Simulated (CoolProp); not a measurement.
Properties of nitrous oxide along the isobar 7.77 MPa (Tc = 36.4 °C, pc = 7.245 MPa, ω = 0.161).

Computed with CoolProp (reference Helmholtz-energy equation of state, Lemmon 2006). It is a short technical equation, of lower accuracy than the large ones.

| T (°C) | phase | Joule-Thomson coefficient (K/MPa) | isothermal compressibility (1/MPa) |
|---|---|---|---|
| 33.95 | liquid | 1.934 | 0.06490 |
| 46.75 | supercritical | 8.503 | 0.3788 |
| 59.65 | supercritical | 8.070 | 0.2367 |
| 72.55 | supercritical | 7.403 | 0.1985 |
| 85.35 | supercritical | 6.781 | 0.1797 |
| 98.25 | supercritical | 6.220 | 0.1683 |
| 111.05 | supercritical | 5.727 | 0.1605 |
| 123.95 | supercritical | 5.287 | 0.1549 |
| 136.85 | supercritical | 4.896 | 0.1505 |
| 149.65 | supercritical | 4.549 | 0.1472 |
| 162.55 | supercritical | 4.236 | 0.1445 |
| 175.45 | supercritical | 3.953 | 0.1422 |
| 188.25 | supercritical | 3.698 | 0.1404 |
| 201.15 | supercritical | 3.465 | 0.1388 |
| 213.95 | supercritical | 3.254 | 0.1375 |
| 226.85 | supercritical | 3.058 | 0.1363 |
